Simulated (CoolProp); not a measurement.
Vapour-liquid equilibrium of dimethyl ether (1) + chloromethane (R40) (2) at 2 bar; x and y are mole fractions of (1).

The numbers come from the multi-fluid Helmholtz-energy mixture model, Wu 2011 and Thol 2014; pair parameters Bell 2016 in CoolProp.

```tsv
x	bubble temperature, mixture model (K)	bubble temperature, Raoult's law (K)	y, mixture model	y, Raoult's law
0.05	266.3	266.0	0.043	0.051
0.125	266.6	265.9	0.111	0.128
0.2	266.8	265.9	0.184	0.205
0.275	267.0	265.8	0.260	0.281
0.35	267.2	265.7	0.340	0.357
0.425	267.2	265.7	0.423	0.432
0.5	267.2	265.6	0.506	0.508
0.575	267.1	265.5	0.589	0.582
0.65	266.9	265.5	0.671	0.657
0.725	266.7	265.4	0.750	0.731
0.8	266.4	265.4	0.825	0.805
0.875	266.0	265.3	0.895	0.878
0.95	265.5	265.2	0.960	0.951
```

The largest gap from Raoult's law is +1.6 K in bubble temperature, at x = 0.5. y crosses x between x = 0.425 and 0.5: the model has an azeotrope there.

The pair parameters rest on a limited set of measurements; away from them the model extrapolates.
